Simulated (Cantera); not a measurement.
What does this Cantera script print?

```python
import numpy as np
import cantera as ct

gas_names = [...]  # 140 gases of nasa_gas.yaml made of C, Fe, H, N, O
cond_names = """
    C(gr) C6H6(L) C7H8(L) C8H18(L),n-octa Fe(a) Fe(c) Fe(d) Fe(L) FeC5O5(L) FeO(s) FeO(L) Fe(OH)2(s)
    Fe(OH)3(s) Fe2O3(s) Fe3O4(s) H2O(s) H2O(L)
""".split()


# ... load() reads the species with a 1 bar reference pressure and builds the phases ...
atoms = {
    'Fe3O4': {'Fe': 3, 'O': 4},
    'CH4': {'C': 1, 'H': 4},
    'N2': {'N': 2},
}
top_T = {'C(gr)': 4500, 'Fe2O3(s)': 1830, 'Fe3O4(s)': 1870}  # K; cautious upper limits of use, not melting points


# ... equilibrate(T, P, feed) seeds the gas with the atoms and calls Mixture.equilibrate('TP', solver="vcs", rtol=1e-11, max_steps=5000) ...
results = []
feed = {'Fe3O4': 1, 'CH4': 2.8, 'N2': 0.99}  # mol
T = 1998.15  # K
for P in [10, 100, 1000, 10000, 100000, 1000000]:
    mix = equilibrate(T, P, feed)
    results.append((T, P, feed, dict(zip(mix.species_names, mix.species_moles))))

top = {s: max(r[3][s] / sum(r[3][g] for g in gas_names) for r in results) for s in gas_names}
cols = sorted((s for s in top if top[s] > 1e-06), key=lambda s: -top[s])[:9]
seen = [c for c in cond_names if any(r[3].get(c, 0) > 1e-12 for r in results)]
print("log10 of partial pressures in bar; condensed amounts in mol")
print(f"{'P/Pa':>10s}" + "".join(f"{s[:9]:>10s}" for s in cols + seen))
for T, P, feed, n in results:
    ng = sum(n[g] for g in gas_names)
    print(f"{P:10.4g}" + "".join(f"{np.log10(max(n[s] / ng * P / 1e5, 1e-99)):10.3f}" for s in cols)
          + "".join(f"{n.get(c, 0):10.4g}" for c in seen))
```

Result:

```
log10 of partial pressures in bar; condensed amounts in mol
      P/Pa        H2        CO        Fe       H2O        N2         H       CO2        OH       FeO     Fe(L)
        10    -4.511    -4.690    -4.639    -5.112    -5.118    -5.050    -5.951    -6.653    -6.942         0
       100    -3.459    -3.675    -3.625    -4.084    -4.104    -4.524    -4.959    -6.150    -5.951         0
      1000    -2.339    -2.566    -3.447    -2.967    -2.995    -3.964    -3.854    -5.593    -5.777     2.648
     1e+04    -1.320    -1.550    -3.447    -1.949    -1.979    -3.454    -2.839    -5.085    -5.778     2.966
     1e+05    -0.317    -0.548    -3.447    -0.947    -0.977    -2.953    -1.838    -4.585    -5.779     2.996
     1e+06     0.684     0.453    -3.447     0.054     0.023    -2.452    -0.838    -4.084    -5.779     2.999
```

Equilibrium computed with Cantera from the NASA thermochemical tables; the gas is ideal and each condensed phase is pure.
